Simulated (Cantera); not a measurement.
An isothermal, constant-pressure homogeneous reactor starts with C₂H₆ : N₂ = 1 : 52 (molar parts), at 1900 K and 0.00355 atm.

Computed with Cantera and GRI-Mech 3.0 (53 species, 325 reactions). GRI-Mech 3.0 stops at C3 and has no aromatics, soot or wall deposition, so with more carbon than oxygen in the feed, carbon stays in small species such as C2H2 where larger ones or solid carbon would form. Radical loss at walls, strong at low pressure, is not modelled.

**Question.** Predict: x(HCN) at 20.0 s; x(H) at 20.0 s; x(C₂H₂) at 20.0 s; x(CH₃) at 20.0 s.

**Answer.** 
```
Quantity                                             Value
-----------------  ---------------------------------------
x(HCN) at 20.0 s   0.000233 (gas-phase equilibrium 0.0313)
x(H) at 20.0 s     0.00156 (gas-phase equilibrium 0.00250)
x(C₂H₂) at 20.0 s   0.0180 (gas-phase equilibrium 0.00248)
x(CH₃) at 20.0 s   7.39e-8 (gas-phase equilibrium 4.78e-8)
```
